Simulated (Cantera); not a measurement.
A freely propagating, adiabatic, planar premixed flame of 19.0 % H2, 17.0 % O2, 64.0 % N2, equivalence ratio 0.56, unburnt at 650 K and 293 Torr; mixture-averaged transport, grid criteria slope 0.08 and curve 0.16, no radiation.

Model: the H2/O2 subset of GRI-Mech 3.0, which has no nitrogen chemistry, integrated in Cantera. Burning velocities carry a grid error of a few per cent, more on coarse grids. Lean hydrogen flames are cellular in practice and burn faster than this planar one.

### Question
Predict: laminar burning velocity; thermal thickness; peak x(H); peak x(H2O2); peak x(HO2).

### Answer
* **laminar burning velocity**: 515 cm/s
* **thermal thickness**: 1.54 mm
* **peak x(H)**: 0.0314
* **peak x(H2O2)**: 4.05e-6
* **peak x(HO2)**: 0.000121
